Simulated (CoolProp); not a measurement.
Saturation properties of ethylene (Tc = 282.4 K, pc = 50.42 bar, ω = 0.087).

The numbers come from the reference Helmholtz-energy equation of state, Smukala 2000 in CoolProp.

```tsv
T (K)	p (bar)	liquid density (kg/m³)	vapour density (kg/m³)	enthalpy of vaporisation (kJ/kg)	liquid cp (kJ/(kg K))	surface tension (mN/m)
169.7	1.033	567.2	___	481.9	2.418	16.3
177.2	1.570	556.3	3.132	470.8	2.434	15.0
184.8	2.312	545.0	4.488	458.8	2.457	13.8
192.3	3.277	533.5	6.223	446.2	2.487	12.5
199.9	4.536	521.4	8.461	432.6	2.528	11.3
207.4	___	508.9	11.23	418.2	2.580	10.1
215	8.053	___	14.72	402.3	2.646	8.92
222.5	10.40	482.0	18.97	385.2	___	7.77
230.1	13.24	467.2	24.26	366.0	2.841	6.63
237.6	16.55	451.4	30.70	345.1	2.986	5.53
245.2	20.49	434.0	38.80	___	3.189	4.45
252.7	24.99	414.9	48.88	294.1	3.484	3.41
260.3	30.26	392.5	62.14	261.7	3.971	2.41
```

**Question.** What belongs in the gaps?

**Answer.** 
- 169.7, vapour density (kg/m³): 2.125
- 207.4, p (bar): 6.099
- 215, liquid density (kg/m³): 495.7
- 222.5, liquid cp (kJ/(kg K)): 2.731
- 245.2, enthalpy of vaporisation (kJ/kg): 321.2

It boils at 169.4 K under 1 atm.

Surface tension comes from a separate correlation (Mulero 2012).
